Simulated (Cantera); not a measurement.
A perfectly stirred reactor is fed with 5.62 % CH4, 4.33 % C2H6, 1.07 % C3H8, 18.7 % O2, 70.3 % N2, equivalence ratio 1.7, at 101000 Pa; it is adiabatic with a 525 K inlet, and is followed from long to short residence time, starting on the burning branch (τ in s: 0.26, 0.086, 0.028, 0.0091, 0.003, 0.00096, 0.00031, 0.0001, 3.3e-05, 1.1e-05, 3.5e-06).

Computed with Cantera and GRI-Mech 3.0 (53 species, 325 reactions).

One state of this run: T (K) = 1963; x CH4 = 0.00286; x C2H6 = 1.40e-5; x C3H8 = 1.57e-6; x CH3 = 0.000639; x HO2 = 2.77e-7; x C2H2 = 0.00419; x CO = 0.104. x: mole fraction; the columns are a selection and need not sum to one.

**Question.** Which value of τ (s) does it belong to?
A. 0.00010
B. 0.0091
C. 3.5e-6
D. 0.26

**Answer.** B, 0.0091
